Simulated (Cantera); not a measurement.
A diamond (100) surface in a fixed gas of H2 with x(CH4) = 0.0082, x(H) = 0.025, at 1350 K, 5100 Pa; coverages are run to steady state.

Cantera simulation using the Harris–Goodwin 1993 mechanism for the reconstructed diamond (100) surface; the numbers are that mechanism's predictions, not measurements.

θ: site fractions in the mechanism's names (c6HH fully hydrogenated, c6H* and c6*H radical sites, c6** diradical, c6HM methylated).

```
x(CH3)   growth (µm/h)  θ c6HH  θ c6H*  θ c6*H  θ c6**    θ c6HM
-------  -------------  ------  ------  ------  ------  --------
1e-06           0.0195   0.351  0.0549   0.538  0.0561   8.88e-7
2.9e-06            ___   0.351  0.0549   0.538  0.0561       ___
8.2e-06          0.160   0.351  0.0549   0.538  0.0561   7.29e-6
2.3e-05          0.448   0.351  0.0549   0.538  0.0561   2.04e-5
6.7e-05           1.30   0.351  0.0549   0.538  0.0561   5.95e-5
0.00019            ___   0.350  0.0549   0.538  0.0560       ___
0.00054           10.5   0.350  0.0548   0.538  0.0558  0.000478
0.0016            30.7   0.350  0.0547   0.537  0.0551   0.00141
0.0044            82.4   0.348  0.0544   0.533  0.0534   0.00381
```

Task: Fill in the missing entries.

Result: 
- 2.9e-06, growth (µm/h): 0.0565
- 2.9e-06, θ c6HM: 2.58e-6
- 0.00019, growth (µm/h): 3.69
- 0.00019, θ c6HM: 0.000169
